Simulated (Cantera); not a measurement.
A closed system holds: 1 mol B, 0.5 mol H₂O, 1.1 mol H₂, equilibrated at 1000 Pa.

Method: chemical equilibrium by Gibbs-energy minimisation in Cantera with the NASA 1993 tables (ideal gas, pure condensed phases). Candidate condensed phases: B, B₂O₃, B₃O₃H₃, H₂O; 23 gas species. Mutual solubility and eutectic melting of coexisting phases are not modelled. Equilibrium is a limit: real reactors are often held back by kinetics, nucleation or transport.

Over these rows the condensed part is B(s) + B₂O₃(l). Partial pressures as log10 of bar:

```
T (K)  1000/T (1/K)  log p HBO₂  log p H₂
-----  ------------  ----------  --------
1050         0.9524       -8.78     -2.00
1100         0.9091       -8.21     -2.00
1150         0.8696       -7.69     -2.00
1200         0.8333           ?     -2.00
1250         0.8000       -6.77     -2.00
1300         0.7692       -6.37     -2.00
```

Task: Fit log p(HBO₂) = a + b·(1000/T) to the five rows, give the apparent enthalpy, and predict the row at 1200 K.

Result: Means: 1000/T = 0.8601, log p = -7.564. Sxy = -0.301342, Sxx = 0.0228854, so b = -13.17 and a = -7.564 − (-13.17)×0.8601 = 3.76.
Apparent enthalpy: −19.145 × (-13.17) = 252 kJ/mol. With the condensed phases at unit activity, 2/3 B₂O₃(l) + 1/2 H₂(g) = HBO₂(g) + 1/3 B(s) links this pressure to the main gases: over the six rows their terms move log p by +0.00 in all, so the slope is close to that reaction's ΔH°. The five rows lie within 0.01 of the line.
Prediction at 1200 K: 3.76 + (-13.17)×0.8333 = -7.21. The computed value is -7.21, 0.00 from the line.
